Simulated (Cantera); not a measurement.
Input: 1 mol Ta, 18 mol N₂O, 33 mol N₂, at 2125 °C and 3.00 Pa.

These are equilibrium values from Cantera (NASA tables, ideal gas, pure condensed phases), not measurements of a reactor. Candidate condensed phases: Ta, Ta₂O₅; 12 gas species. Equilibrium is a limit: real reactors are often held back by kinetics, nucleation or transport.

Base state: N₂ 0.762, O 0.202, O₂ 0.0165, TaO₂ 0.0149, NO 0.00526, TaO 0.000110, N 1.74e-5 (mole fractions); condensed: gas only.

**Question.** What changes in the equilibrium state with this change: Ta replaced by V?

**Answer.** 
| species | before | after |
|---|---|---|
| N₂ | 0.762 | 0.761 |
| O | 0.202 | 0.202 |
| O₂ | 0.0165 | 0.0166 |
| TaO₂ | 0.0149 | 0 |
| VO₂ | 0 | 0.0141 |
| VO | 0 | 0.000883 |
| TaO | 0.000110 | 0 |
| NO | 0.00526 | 0.00527 |
| N | 1.74e-5 | 1.74e-5 |
Further candidate phases: V, VN, VO, V₂O₃, V₂O₄, V₂O₅.
